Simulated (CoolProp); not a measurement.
Vapour-liquid equilibrium of hydrogen sulfide (1) + n-pentane (2) at 8.73 bar; x and y are mole fractions of (1).

Values from CoolProp's multi-fluid Helmholtz-energy mixture model, Lemmon 2006 and Thol 2019; pair parameters Kunz 2012.

Task: Give the bubble temperature and the first vapour's composition at x = 0.05, 0.275, 0.95. Is there an azeotrope?

Result: x = 0.05: 99.2 °C, y = 0.319; x = 0.275: 32.1 °C, y = 0.908; x = 0.95: -3.9 °C, y = 0.996. No azeotrope shows between x = 0.05 and 0.95.

The pair parameters rest on a limited set of measurements; away from them the model extrapolates. The gap from Raoult's law changes sign with composition, which may be real or a fault of the pair parameters; it wasn't checked against measurements.
